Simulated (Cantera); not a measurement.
A closed system holds: 1 mol Na2CO3, 1.8 mol SO3, 4.7 mol H2O, a varied amount of H2S, equilibrated at 1600 K and 1100 Pa.

These are equilibrium values from Cantera (NASA tables, ideal gas, pure condensed phases), not measurements of a reactor. Candidate condensed phases: C, C6H6, C7H8, C8H18, H2O, H2SO4, Na, NaOH, NaO2, Na2CO3, Na2O, Na2O2, Na2S, Na2SO4, S; 131 gas species. Kinetics and transport are ignored.

x: gas mole fraction; n: condensed amount in mol.

```tsv
n(H2S) (mol)	x H2O	x SO2	x Na	x CO2	x NaOH	x H2	x O2	x CO	x Na2SO4	n Na2SO4(l)
0.17	0.597	0.157	0.0135	0.128	0.0530	0.000192	0.0385	0.000124	0.0118	0.648
0.22	0.596	0.164	0.0149	0.127	0.0552	0.000217	0.0301	0.000139	0.0118	0.630
0.29	0.591	0.174	0.0180	0.124	0.0594	0.000268	0.0195	0.000169	0.0118	0.594
0.38	0.576	0.188	0.0251	0.120	0.0680	0.000379	0.00926	0.000237	0.0118	[?]
0.49	0.543	0.206	0.0403	0.112	0.0818	0.000600	0.00328	0.000373	0.0118	[?]
0.65	0.490	0.229	0.0677	0.100	0.0981	0.000957	0.00105	0.000589	0.0118	[?]
0.84	0.474	0.243	0.116	0.0894	0.0669	0.00568	2.78e-5	0.00322	0.000980	0
1.1	0.454	0.245	0.142	0.0711	0.0321	0.0337	7.27e-7	0.0158	3.84e-5	0
1.4	0.438	0.238	0.142	0.0601	0.0241	0.0559	2.45e-7	0.0231	1.26e-5	0
```

### Question
Some entries are withheld; supply them.

### Answer

- 0.38, n Na2SO4(l): 0.515
- 0.49, n Na2SO4(l): 0.353
- 0.65, n Na2SO4(l): 0.0621
